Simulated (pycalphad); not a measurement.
All values are pycalphad results on the COST 507 light-alloy database (1999) (1 atm), not direct measurements. The data set is of 1999 and partly superseded. Phase fractions are per mole of atoms.

Task: Give the equilibrium state of Hf-1.112C (wt.%) at 2250 K.

Result: hcp, fraction 0.792, with 0.66 C wt.%; fcc, fraction 0.208, with 3.5 C wt.%.

Task: Give the equilibrium state of Hf-1.112C (wt.%) at 2775 K.

Result: liquid, fraction 0.727, with 0.50 C wt.%; fcc, fraction 0.273, with 3.4 C wt.%.

The fcc model also describes the rock-salt carbide or nitride (TiC, TiN, HfC).
